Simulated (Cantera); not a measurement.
Charge: 1 mol SiO2, 4 mol CO, 0.4 mol N2, at 0.000490 bar.

Cantera equilibrium calculation (NASA polynomials, part measured and part estimated; ideal gas, pure solids and liquids). Candidate condensed phases: C, Si, SiC, SiO2, Si2N2O, Si3N4; 34 gas species. The tables hold silica as quartz up to 1696 K and as liquid above; real silica turns to tridymite and cristobalite and melts near 1996 K. The numbers say what is thermodynamically allowed, not how fast it happens.

Q: Which condensed phases are stable at each of these points (T (°C)): 1150, 1250, 1350, 1450, 1550, 1650, 1750, 1850, 1950?

A: 
```csv
T (°C),condensed phases,Si condensed (%)
1150,SiO2(β-quartz),99.8
1250,SiO2(β-quartz),99.3
1350,SiO2(β-quartz),97.7
1450,SiO2(condensed),93.2
1550,SiO2(condensed),82.3
1650,SiO2(condensed),58.8
1750,SiO2(l),12.9
1850,gas only,0.0
1950,gas only,0.0
```

From 1150 °C to 1350 °C the condensed part is SiO2(β-quartz). From 1450 °C to 1650 °C the condensed part is SiO2(condensed). At 1750 °C the condensed part is SiO2(l). From 1850 °C to 1950 °C nothing is condensed.
